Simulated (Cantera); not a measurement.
A closed system holds: 1 mol CF4, 0.56 mol CH4, 0.39 mol H2, equilibrated at 0.0110 bar.

These are equilibrium values from Cantera (NASA tables, ideal gas, pure condensed phases), not measurements of a reactor. Candidate condensed phases: C, C6H6, C7H8, C8H18; 95 gas species. Gases not in the tables: C2F6 and larger saturated fluorocarbons. Rates play no part.

log p: log10 of the partial pressure in bar; n: condensed amount in mol.

| T (K) | log p HF | log p F | log p CF4 | log p CF2 | log p CF | n C(graphite) |
|---|---|---|---|---|---|---|
| 1375 | -1.99 | -7.48 | -3.08 | -6.80 | -11.80 | 1.31 |
| 1525 | -1.99 | ___ | -3.08 | ___ | ___ | 1.31 |
| 1675 | -1.99 | -5.32 | -3.09 | -4.90 | -8.50 | 1.31 |
| 1825 | -1.99 | -4.52 | -3.11 | -4.20 | -7.26 | 1.31 |
| 1975 | -2.00 | ___ | ___ | ___ | ___ | 1.29 |
| 2125 | -2.02 | -3.32 | -3.44 | -3.25 | -5.40 | 1.26 |
| 2275 | -2.04 | -2.97 | -4.09 | -3.13 | -4.79 | 1.28 |
| 2425 | -2.06 | -2.78 | -5.13 | -3.27 | -4.37 | 1.35 |

Some entries are withheld; supply them.


- 1975, log p F: -3.85
- 1975, log p CF4: -3.19
- 1975, log p CF2: -3.64
- 1975, log p CF: -6.24
- 1525, log p F: -6.30
- 1525, log p CF2: -5.75
- 1525, log p CF: -9.98
